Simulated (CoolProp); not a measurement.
Vapour pressure (MPa) of CF4 (R14): the reference equation beside estimates from Tc = 227.4 K, pc = 3.762 MPa, ω = 0.178. Clausius-Clapeyron is anchored at 159.5 K with a constant enthalpy of vaporisation of 11.09 kJ/mol.

Values from CoolProp's reference Helmholtz-energy equation of state, Platzer 1990. This equation is an older, rougher fit; its heat capacities, sound speeds and derivatives of the liquid may be far off and weren't checked against measurements.

```
T (K)   reference  Lee-Kesler  Clausius-Clapeyron  van der Waals  Redlich-Kwong  Soave-Redlich-Kwong  Peng-Robinson
-----  ----------  ----------  ------------------  -------------  -------------  -------------------  -------------
159.5      0.2521      0.2541              0.2521         0.7620         0.3347               0.2540         0.2533
168.3      0.4045      0.4091              0.3903         0.9963         0.5177               0.4094         0.4063
177        0.6146      0.6220              0.5761          1.269         0.7590           (withheld)         0.6177
185.7  (withheld)      0.9064              0.8199          1.585          1.069               0.9130         0.9022
194.5  (withheld)       1.280               1.135          1.951          1.462                1.294     (withheld)
203.2       1.738       1.751               1.522          2.361          1.936                1.773          1.755
211.9       2.326       2.339          (withheld)          2.820          2.502                2.368          2.350
220.7       3.067       3.080               2.560     (withheld)          3.177                3.103          3.092
```

Problem. Fill in the missing entries.

Solution. 
- 177, Soave-Redlich-Kwong: 0.6243
- 185.7, reference: 0.8963
- 194.5, reference: 1.268
- 194.5, Peng-Robinson: 1.279
- 211.9, Clausius-Clapeyron: 1.992
- 220.7, van der Waals: 3.335

Absolute difference from the reference over all 8 rows, mean and median: Lee-Kesler 0.9 and 0.9 %, Clausius-Clapeyron 9.0 and 9.5 %, van der Waals 81.4 and 65.4 %, Redlich-Kwong 17.7 and 17.3 %, Soave-Redlich-Kwong 1.6 and 1.7 %, Peng-Robinson 0.7 and 0.7 %.
